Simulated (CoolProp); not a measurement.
Vapour pressure (MPa) of isobutene: the reference equation beside estimates from Tc = 418.1 K, pc = 4.016 MPa, ω = 0.193.

Computed with CoolProp (reference Helmholtz-energy equation of state, Lemmon 2005). It is a short technical equation, of lower accuracy than the large ones.

```tsv
T (K)	reference	Lee-Kesler	van der Waals	Redlich-Kwong
209.8	0.005522	0.005335	0.1143	0.009532
219.2	0.01014	0.009820	0.1528	0.01710
228.6	0.01756	0.01708	0.1997	0.02887
238.1	0.02907	0.02842	0.2564	0.04651
247.5	0.04582	0.04502	0.3226	0.07129
257	0.06980	0.06892	0.4006	0.1056
266.4	0.1023	0.1015	0.4894	0.1505
275.8	0.1456	0.1451	0.5905	0.2084
285.3	0.2026	0.2025	0.7060	0.2821
294.7	0.2743	0.2749	0.8339	0.3722
304.1	0.3638	0.3653	0.9761	0.4813
313.6	0.4749	0.4775	1.135	0.6130
```

Absolute difference from the reference over all 12 rows, mean and median: Lee-Kesler 1.4 and 1.0 %, van der Waals 643.1 and 426.2 %, Redlich-Kwong 49.9 and 49.2 %.
